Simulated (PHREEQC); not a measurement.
H2SO4 is added in steps, without added water, to 1 kg of water holding 0.0049 mol AgNO3 and 0.038 mol KBr, at 25 °C. O2 is buffered at 0.21 atm. No CO2 enters from the air. Nothing may precipitate in this run.

Base run: PHREEQC, ion-association model, wateq4f.dat. Each further column changes one thing. The table gives KSO4- (mol/kgw).

```
H2SO4 added (mol)     base  temperature from 25 to 85 °C  AgNO3 left out  solids may form
-----------------  -------  ----------------------------  --------------  ---------------
0                        0                             0               0                0
9.687e-05          1.09e-5                       2.05e-5         1.11e-5          1.11e-5
0.0001744          1.95e-5                             …         1.98e-5          1.98e-5
0.0002713          3.01e-5                             …         3.05e-5          3.05e-5
0.0003487          3.83e-5                       6.84e-5         3.89e-5          3.89e-5
0.0004456          4.85e-5                             …         4.92e-5          4.92e-5
0.0005231          5.65e-5                       9.77e-5         5.74e-5          5.74e-5
0.00062            6.64e-5                      0.000113         6.73e-5          6.73e-5
```

Problem. Complete the blanks.

Solution. 
- 0.0001744, temperature from 25 to 85 °C: 3.60e-5
- 0.0002713, temperature from 25 to 85 °C: 5.44e-5
- 0.0004456, temperature from 25 to 85 °C: 8.50e-5

In at least one series the solution becomes supersaturated in solids that the run did not let form, among them Bromyrite. Constants without temperature data keep their 25 °C values here.  Solids allowed in the column 'solids may form': Bromyrite, Ag2O, Ag2SO4.
